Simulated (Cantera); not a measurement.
An isothermal, constant-pressure homogeneous reactor starts with NO : N2 = 1 : 16 (molar parts), at 1898 K and 1100 Pa.

Computed with Cantera and GRI-Mech 3.0 (53 species, 325 reactions). Radical loss at walls, strong at low pressure, is not modelled.

One state of this run: x NO = 0.0548; x O = 0.000155; x NO2 = 1.23e-6; x O2 = 0.00194; x N2 = 0.943; x N2O = 1.19e-6. x: mole fraction; the columns are a selection and need not sum to one.

Task: Which value of t (s) does it belong to?
A. 24.2
B. 0.346
C. 4.12e-6
D. 0.00119

Result: A, 24.2
